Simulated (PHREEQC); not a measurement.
**Copper plating or etch bath with acid rinse or clean**

Solution A (0.017 mol CuSO4, 0.02 mol HCl and 6.8e-05 mol H3BO3 per kg of water) is mixed with solution B (0.0014 mol/kgw H2SO4, 0.014 mol/kgw ZnSO4 and 0.0026 mol/kgw MnSO4) at 25 °C; shares are by mass of water, 1 kg in all. The system is closed to oxygen. CO2 from the air is kept out. Only these solids could form: Pyrochroite, Tenorite, Brochantite, Antlerite, Atacamite, Zincite(c), Zn4(OH)6SO4, Zn5(OH)8Cl2, Chalcanthite, Goslarite.

Model: ion-association model, wateq4f.dat, run in PHREEQC.

Q: Predict pH, Cu+2 (mol/kgw), Mn+2 (mol/kgw) at share of solution B = 0.1, 0.5, 0.6, 0.7.

A: 
```tsv
share of solution B	pH	Cu+2 (mol/kgw)	Mn+2 (mol/kgw)
0.1	1.94	0.0113	0.000197
0.5	2.16	0.00604	0.000954
0.6	2.24	0.00478	0.00113
0.7	2.33	0.00354	0.00131
```
